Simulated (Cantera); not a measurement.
An adiabatic, constant-volume homogeneous reactor starts with C3H8 : O2 : N2 = 1 : 8.47 : 31.9 (molar parts), at 1648 K and 890000 Pa. Integrator tolerance rtol = 1e-08.

Cantera simulation using GRI-Mech 3.0 (53 species, 325 reactions); the numbers are that mechanism's predictions, not measurements. GRI-Mech 3.0 was tuned for natural gas; its chemistry of propane as a main component is partial and can be far from experiment.

Q: What does this change do: initial temperature 1648 to 1400 K?

A: 
```csv
quantity,before,after
time of steepest temperature rise,5.38 µs,65.4 µs
temperature at 0.200 s,2889 K,2758 K
equilibrium temperature,2889 K,2758 K
x(C3H8) at 0.200 s,<1e-12 (gas-phase equilibrium <1e-12),<1e-12 (gas-phase equilibrium <1e-12)
x(O2) at 0.200 s,0.0704 (gas-phase equilibrium 0.0704),0.0717 (gas-phase equilibrium 0.0717)
x(OH) at 0.200 s,0.0143 (gas-phase equilibrium 0.0143),0.0104 (gas-phase equilibrium 0.0104)
x(C2H6) at 0.200 s,<1e-12 (gas-phase equilibrium <1e-12),<1e-12 (gas-phase equilibrium <1e-12)
x(CO) at 0.200 s,0.0119 (gas-phase equilibrium 0.0119),0.00707 (gas-phase equilibrium 0.00707)
```

Q: What does this change do: constant pressure in place of constant volume?

A: 
| quantity | before | after |
|---|---|---|
| time of steepest temperature rise | 5.38 µs | 5.96 µs |
| temperature at 0.200 s | 2889 K | 2698 K |
| equilibrium temperature | 2889 K | 2698 K |
| x(C3H8) at 0.200 s | <1e-12 (gas-phase equilibrium <1e-12) | <1e-12 (gas-phase equilibrium <1e-12) |
| x(O2) at 0.200 s | 0.0704 (gas-phase equilibrium 0.0704) | 0.0725 (gas-phase equilibrium 0.0725) |
| x(OH) at 0.200 s | 0.0143 (gas-phase equilibrium 0.0143) | 0.0106 (gas-phase equilibrium 0.0106) |
| x(C2H6) at 0.200 s | <1e-12 (gas-phase equilibrium <1e-12) | <1e-12 (gas-phase equilibrium <1e-12) |
| x(CO) at 0.200 s | 0.0119 (gas-phase equilibrium 0.0119) | 0.00760 (gas-phase equilibrium 0.00760) |
